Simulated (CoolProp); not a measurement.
Computed with CoolProp (reference Helmholtz-energy equation of state, Lemmon 2003). It is a pseudo-pure fit of the blend.

Problem. For R410A, give the phase and the Z, cp (kJ/(kg K)), cv (kJ/(kg K)), speed of sound (m/s) at -17.45 °C and 4520 kPa.

Solution. 
- -17.45 °C and 4520 kPa: liquid; Z 0.123, cp 1.42, cv 0.867, speed of sound 688
